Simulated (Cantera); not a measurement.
A Cantera script and its output.

```python
import numpy as np
import cantera as ct

gas = ct.Solution("h2o2.yaml")
gas.TPX = 550, 610000, {'H2': 1, 'O2': 0.385, 'N2': 1.62}
flame = ct.FreeFlame(gas, width=0.011)
flame.set_refine_criteria(ratio=3, slope=0.08, curve=0.16)
flame.transport_model = "mixture-averaged"
flame.solve(loglevel=0, auto=True)
z, T = flame.grid, flame.T
thick = (T[-1] - T[0]) / np.gradient(T, z).max()
show = ['H2', 'O2', 'H2O', 'HO2', 'O', 'OH']
print(f"laminar burning velocity  {flame.velocity[0] * 100:.3f} cm/s")
print(f"burnt temperature         {T[-1]:.1f} K")
print(f"thermal thickness         {thick * 1e3:.4f} mm")
print(f"grid points               {len(z)}")
z0 = z[flame.heat_release_rate.argmax()]
print(f"{'z/mm':>9s}{'T/K':>9s}{'u/(m/s)':>9s}" + "".join(f"{s:>11s}" for s in show))
rows = []
for k in (-3, -2, -1.5, -1, -0.5, -0.25, 0, 0.25, 0.5, 1, 2, 4, 8):
    zz = z0 + k * thick
    rows.append([k * thick, np.interp(zz, z, T), np.interp(zz, z, flame.velocity),
                 *(np.interp(zz, z, flame.X[gas.species_index(s)]) for s in show)])
    print(f"{rows[-1][0] * 1e3:9.3f}{rows[-1][1]:9.1f}{rows[-1][2]:9.3f}" + "".join(f"{x:11.3e}" for x in rows[-1][3:]))
```

Result:

```
laminar burning velocity  646.229 cm/s
burnt temperature         2444.1 K
thermal thickness         0.0437 mm
grid points               108
     z/mm      T/K  u/(m/s)         H2         O2        H2O        HO2          O         OH
   -0.131    550.0    6.462  3.328e-01  1.281e-01  7.967e-10  8.508e-11  1.716e-12  4.313e-14
   -0.087    550.0    6.462  3.327e-01  1.281e-01  3.730e-08  5.198e-09  1.295e-10  3.256e-12
   -0.066    550.1    6.461  3.326e-01  1.282e-01  4.600e-07  7.562e-08  1.809e-09  4.596e-11
   -0.044    550.8    6.462  3.316e-01  1.283e-01  9.323e-06  1.995e-06  4.083e-08  1.467e-09
   -0.022    593.1    6.841  3.182e-01  1.299e-01  1.721e-03  4.443e-04  7.529e-06  3.242e-05
   -0.011    877.0    9.769  2.763e-01  1.229e-01  2.761e-02  8.880e-04  2.655e-04  1.053e-03
    0.000   1336.1   14.441  2.012e-01  9.063e-02  1.018e-01  4.000e-04  2.296e-03  2.841e-03
    0.011   1670.4   17.831  1.317e-01  4.585e-02  1.857e-01  1.755e-04  4.561e-03  6.563e-03
    0.022   1852.8   19.656  9.759e-02  2.036e-02  2.317e-01  7.197e-05  4.750e-03  9.601e-03
    0.044   2022.3   21.281  8.319e-02  7.085e-03  2.577e-01  2.307e-05  3.778e-03  1.155e-02
    0.087   2166.4   22.597  8.218e-02  3.504e-03  2.694e-01  1.057e-05  2.294e-03  1.071e-02
    0.175   2280.6   23.603  8.232e-02  1.761e-03  2.786e-01  4.923e-06  1.119e-03  8.397e-03
    0.350   2358.8   24.272  8.232e-02  7.511e-04  2.855e-01  1.918e-06  4.616e-04  5.811e-03
```

Computed with Cantera and the H2/O2 subset of GRI-Mech 3.0, which has no nitrogen chemistry. The hydrogen kinetics of GRI-Mech 3.0 are dated; newer H2 mechanisms differ, most at raised pressure. Burning velocities carry a grid error of a few per cent, more on coarse grids.
